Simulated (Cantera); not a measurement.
Input: 1 mol CS2, 0.3 mol H2O, 2 mol N2, equilibrated at 1 atm.

Cantera equilibrium calculation (NASA polynomials, part measured and part estimated; ideal gas, pure solids and liquids). Candidate condensed phases: C, C6H6, C7H8, C8H18, H2O, H2SO4, S; 150 gas species. Equilibrium is a limit: real reactors are often held back by kinetics, nucleation or transport. All values below are at 2675 K.

Base state: N2 0.510, CS 0.119, S2 0.114, CO 0.0766, H2 0.0574, CS2 0.0574, S 0.0293, SH 0.0177 (mole fractions); condensed: gas only.

What changes in the equilibrium state with this change: pressure from 1 atm to 2.18 Torr?


| species | before | after |
|---|---|---|
| N2 | 0.510 | 0.423 |
| S | 0.0293 | 0.230 |
| CS | 0.119 | 0.146 |
| S2 | 0.114 | 0.0202 |
| H | 0.0123 | 0.101 |
| CS2 | 0.0574 | 0.00159 |
| SH | 0.0177 | 0.00327 |
| H2 | 0.0574 | 0.0111 |
| CO | 0.0766 | 0.0634 |
| H2S | 0.00292 | 1.27e-5 |
| C2H2 (acetylene) | 2.53e-5 | 1.20e-7 |
| C | 2.22e-7 | 1.22e-5 |
| COS | 0.000158 | 2.95e-6 |
| N | 9.44e-7 | 1.61e-5 |
